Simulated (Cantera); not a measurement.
Feed: 1 mol C₂H₄, 3.1 mol CO₂, 25 mol N₂, equilibrated at 10.0 Torr.

Equilibrium computed with Cantera from the NASA thermochemical tables; the gas is ideal and each condensed phase is pure. Candidate condensed phases: C, C₆H₆, C₇H₈, C₈H₁₈, H₂O; 136 gas species. Kinetics and transport are ignored.

Question: Which condensed phases are stable at each of these points (T (K)): 775, 850, 925, 1000, 1075, 1150, 1225, 1300, 1375, 1450?

Answer: 
```tsv
T (K)	condensed phases	C condensed (%)
775	C(graphite)	5.1
850	gas only	0.0
925	gas only	0.0
1000	gas only	0.0
1075	gas only	0.0
1150	gas only	0.0
1225	gas only	0.0
1300	gas only	0.0
1375	gas only	0.0
1450	gas only	0.0
```

At 775 K the condensed part is C(graphite). From 850 K to 1450 K nothing is condensed.
